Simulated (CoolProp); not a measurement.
Values from CoolProp's reference Helmholtz-energy equation of state, Thol 2016.

For hexamethyldisiloxane (MM), give the phase and the Z, fugacity coefficient at 258.7 K and 5440 kPa; 264.3 K and 5440 kPa; 275.6 K and 5440 kPa.


- 258.7 K and 5440 kPa: liquid; Z 0.509, fugacity coefficient 0.000157
- 264.3 K and 5440 kPa: liquid; Z 0.502, fugacity coefficient 0.000230
- 275.6 K and 5440 kPa: liquid; Z 0.488, fugacity coefficient 0.000472
